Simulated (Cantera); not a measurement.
Hydrocarbon pyrolysis for carbon deposition

An isothermal, constant-pressure homogeneous reactor starts with C2H6 : N2 = 1 : 1.8 (molar parts), at 1400 K and 0.170 bar.

Computed with Cantera and GRI-Mech 3.0 (53 species, 325 reactions). GRI-Mech 3.0 stops at C3 and has no aromatics, soot or wall deposition, so with more carbon than oxygen in the feed, carbon stays in small species such as C2H2 where larger ones or solid carbon would form.

| t (s) | x C2H6 | x CH2 | x H | x CH3 | x C2H4 | x CH4 | x C2H2 |
|---|---|---|---|---|---|---|---|
| 2.00e-6 | 0.357 | 7.72e-11 | 5.72e-8 | 8.04e-5 | 1.61e-7 | 1.81e-6 | <1e-12 |
| 1.23e-5 | 0.357 | 1.10e-8 | 1.95e-6 | 0.000437 | 3.23e-5 | 6.28e-5 | 3.24e-10 |
| 7.52e-5 | 0.348 | 2.63e-7 | 3.00e-5 | 0.00149 | 0.00414 | 0.00154 | 5.03e-6 |
| 0.000461 | 0.257 | 4.65e-7 | 5.00e-5 | 0.00199 | 0.0607 | 0.0188 | 0.00157 |
| 0.00283 | 0.0387 | 1.65e-7 | 6.55e-5 | 0.000832 | 0.168 | 0.0755 | 0.0296 |
| 0.0173 | 0.000451 | 3.17e-9 | 1.36e-5 | 8.54e-5 | 0.119 | 0.0827 | 0.0894 |
| 0.106 | 5.33e-5 | 4.81e-10 | 6.09e-6 | 3.22e-5 | 0.0620 | 0.0789 | 0.136 |
| 0.652 | 1.78e-5 | 2.85e-10 | 5.37e-6 | 2.44e-5 | 0.0105 | 0.0749 | 0.178 |
| 4.00 | 1.55e-5 | 2.72e-10 | 5.45e-6 | 2.32e-5 | 0.00855 | 0.0712 | 0.181 |
x: mole fraction; the columns are a selection and need not sum to one.

Equilibrium at this temperature and pressure: C2H6 9.03e-6, CH2 2.13e-10, H 7.23e-6, CH3 1.51e-5, C2H4 0.00734, CH4 0.0388, C2H2 0.142 (gas phase only).
